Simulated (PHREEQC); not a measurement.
# Silver or lead bath (model solution)

Consider water at 25 °C with 0.0045 mol AgNO3 and 0.0044 mol Zn(NO3)2 per kg of water. Closed to the air; pH follows from the charge balance.

Computed with PHREEQC (ion-association model, wateq4f.dat).

```json
{
 "pH": "5.76",
 "ionic_strength": "0.0177 mol/kgw"
}
```

| species | molality | activity | log γ |
|---|---|---|---|
| NO3- | 0.0133 | 0.0116 | -0.060 |
| Ag+ | 0.00448 | 0.00392 | -0.057 |
| Zn+2 | 0.00440 | 0.00268 | -0.215 |
| AgNO3 | 2.32e-5 | 2.33e-5 | 0.002 |
| H+ | 1.95e-6 | 1.75e-6 | -0.049 |
| ZnOH+ | 1.92e-6 | 1.68e-6 | -0.057 |
| Zn(OH)2 | 1.10e-8 | 1.11e-8 | 0.002 |
| OH- | 6.57e-9 | 5.73e-9 | -0.059 |
| AgOH | 2.24e-9 | 2.25e-9 | 0.002 |

Precipitation was switched off in this run.
